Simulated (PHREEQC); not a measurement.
Make-up at 45 °C: 0.01 mol ZnSO4 and 0.026 mol MnSO4 per kg of water. Closed to the air; pH follows from the charge balance.

All values are PHREEQC results (ion-association model, phreeqc.dat), not measurements.

No solid was allowed to form.

Q: Order these Zn species by the share of Zn that they hold, largest first: Zn(SO4)2-2, Zn+2, ZnSO4.

A: Zn+2 (53 %), ZnSO4 (41 %), Zn(SO4)2-2 (5.8 %)

The pH is 5.66 and the ionic strength 0.0796 mol/kgw. At this temperature some constants are extrapolated from 25 °C, and those without enthalpy data are left unchanged.
